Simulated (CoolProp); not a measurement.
Properties of R134a along the isobar 21.1 MPa.

Values from CoolProp's reference Helmholtz-energy equation of state, Tillner-Roth 1994.

| T (°C) | phase | Z | Joule-Thomson coefficient (K/MPa) | isothermal compressibility (1/MPa) | viscosity (µPa s) | Prandtl number | fugacity coefficient |
|---|---|---|---|---|---|---|---|
| -13.45 | liquid | 0.7156 | -0.3018 | 0.001583 | 400 | 4.65 | 0.01607 |
| 6.55 | liquid | 0.6898 | -0.2667 | 0.001974 | 317 | 4.05 | 0.03176 |
| 26.55 | liquid | 0.6701 | -0.2233 | 0.002489 | 257 | 3.61 | 0.05570 |
| 46.55 | liquid | 0.6559 | -0.1691 | 0.003180 | 212 | 3.28 | 0.08886 |
| 66.55 | liquid | 0.6470 | -0.1008 | 0.004120 | 176 | 3.02 | 0.1313 |
| 86.55 | liquid | 0.6434 | -0.01447 | 0.005415 | 148 | 2.80 | 0.1823 |
| 106.55 | supercritical | 0.6455 | 0.09410 | 0.007200 | 125 | 2.61 | 0.2404 |
| 126.55 | supercritical | 0.6535 | 0.2280 | 0.009629 | 106 | 2.44 | 0.3034 |
| 146.55 | supercritical | 0.6678 | 0.3867 | 0.01282 | 90.1 | 2.27 | 0.3691 |

Viscosity comes from a separate model (Huber 2003), an estimate that may be off by 10 % or more. Thermal conductivity comes from a separate model (McLinden 2000), an estimate that may be off by 10 % or more.
